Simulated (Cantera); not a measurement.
Zr + NH3 + H2 (tantalum, niobium, vanadium and zirconium in process gases)

Feed: 1 mol Zr, 12 mol NH3, 110 mol H2, at 1977 °C.

These are equilibrium values from Cantera (NASA tables, ideal gas, pure condensed phases), not measurements of a reactor. Candidate condensed phases: Zr, ZrN; 11 gas species. ZrN: taken at fixed stoichiometry. Kinetics and transport are ignored.

From 0.000750 Torr to 0.00450 Torr nothing is condensed. From 0.0270 Torr to 7500 Torr the condensed part is ZrN(s).

```tsv
P (Pa)	log p H2	log p H	log p N2	log p Zr	log p NH3	log p N	log p NH2	log p NH	n ZrN(s)
0.100	-7.78	-6.02	-7.63	-8.41	<-18	-11.47	-18.00	-14.95	0
0.600	-6.29	-5.27	-6.83	-7.61	<-17	-11.06	-16.11	-13.80	0
3.60	-4.97	-4.61	-6.00	-7.59	-15.31	-10.65	-14.37	-12.73	0.855
22	-3.89	-4.07	-5.13	-8.02	-13.26	-10.22	-12.86	-11.76	0.993
130	-2.99	-3.63	-4.31	-8.43	-11.50	-9.81	-11.55	-10.90	1.000
770	-2.17	-3.21	-3.52	-8.83	-9.87	-9.41	-10.33	-10.09	1.000
4600	-1.37	-2.81	-2.73	-9.22	-8.28	-9.02	-9.14	-9.29	1.000
28000	-0.58	-2.42	-1.94	-9.62	-6.69	-8.62	-7.95	-8.50	1.00
170000	0.21	-2.02	-1.16	-10.01	-5.12	-8.23	-6.77	-7.72	1.00
1000000	0.98	-1.64	-0.39	-10.39	-3.58	-7.84	-5.61	-6.95	1.00
```
log p: log10 of the partial pressure in bar; n: condensed amount in mol.
